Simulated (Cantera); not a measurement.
Charge: 1 mol SiC, 2.4 mol O₂, 7.1 mol N₂, 0.61 mol CO₂, at 1948.15 K and 0.0180 bar.

Method: chemical equilibrium by Gibbs-energy minimisation in Cantera with the NASA 1993 tables (ideal gas, pure condensed phases). Candidate condensed phases: C, Si, SiC, SiO₂, Si₂N₂O, Si₃N₄; 34 gas species. The tables hold silica as quartz up to 1696 K and as liquid above; real silica turns to tridymite and cristobalite and melts near 1996 K. The numbers say what is thermodynamically allowed, not how fast it happens.

Base state: N₂ 0.776, CO₂ 0.171, O₂ 0.0445, CO 0.00512, NO 0.00302, O 0.000699, SiO 1.19e-5 (mole fractions); condensed: SiO₂(condensed).

### Question
What changes in the equilibrium state with this change: temperature from 1948.15 K to 1298 K?

### Answer
```csv
species,before,after
N₂,0.776,0.779
CO₂,0.171,0.177
O₂,0.0445,0.0438
CO,0.00512,9.25e-7
SiO,1.19e-5,<1e-9
O,0.000699,2.66e-7
NO,0.00302,0.000177
"SiO₂(condensed), mol",1.000,0
"SiO₂(β-quartz), mol",0,1.00
```

### Question
What changes in the equilibrium state with this change: temperature from 1948.15 K to 1673.15 K?

### Answer
```tsv
species	before	after
N₂	0.776	0.779
CO₂	0.171	0.176
O₂	0.0445	0.0434
CO	0.00512	0.000315
SiO	1.19e-5	4.51e-9
O	0.000699	5.20e-5
NO	0.00302	0.00118
SiO₂(condensed), mol	1.000	0
SiO₂(β-quartz), mol	0	1.00
```
